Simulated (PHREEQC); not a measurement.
# Copper plating or etch bath (model solution)

Consider water at 62 °C with 18 mmol/kgw CuSO4, 74 mmol/kgw H2SO4 and 1.4 mmol/kgw FeCl3. It is in equilibrium with CO2 at log p = -1 (atm). Otherwise closed; pH follows from the charge balance.

Computed with PHREEQC (ion-association model, wateq4f.dat).

Precipitation was switched off in this run.

Task: Predict the pH, ionic strength.

Result: pH 1.23; ionic strength 0.128 mol/kgw.

Task: In which forms is S present?

Result: HSO4- 80 %, SO4-2 13 %, CuSO4 4.8 %, FeSO4+ 0.9 % of the S.

Saturation is exceeded, for instance for Hematite (slow to form), Goethite (slow to form); the values hold only as long as no solid forms. Species that the database lacks are ignored. Constants without temperature data keep their 25 °C values here.
